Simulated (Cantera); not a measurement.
A closed system holds: 1 mol H₂S, 0.034 mol H₂, 9.6 mol N₂, equilibrated at 1623 K and 20.3 Torr.

These are equilibrium values from Cantera (NASA tables, ideal gas, pure condensed phases), not measurements of a reactor. Candidate condensed phases: S; 15 gas species. Equilibrium is a limit: real reactors are often held back by kinetics, nucleation or transport.

Base state: N₂ 0.865, H₂ 0.0863, S₂ 0.0412, H₂S 0.00603, SH 0.00152, S 0.000188, H 0.000124 (mole fractions); condensed: gas only.

Question: What changes in the equilibrium state with this change: H₂S replaced by HBr?

Answer: 
| species | before | after |
|---|---|---|
| N₂ | 0.865 | 0.894 |
| HBr | 0 | 0.0747 |
| Br | 0 | 0.0184 |
| H₂ | 0.0863 | 0.0124 |
| S₂ | 0.0412 | 0 |
| H₂S | 0.00603 | 0 |
| SH | 0.00152 | 0 |
| S | 0.000188 | 0 |
| Br₂ | 0 | 3.06e-5 |
Further candidate phases: Br₂.
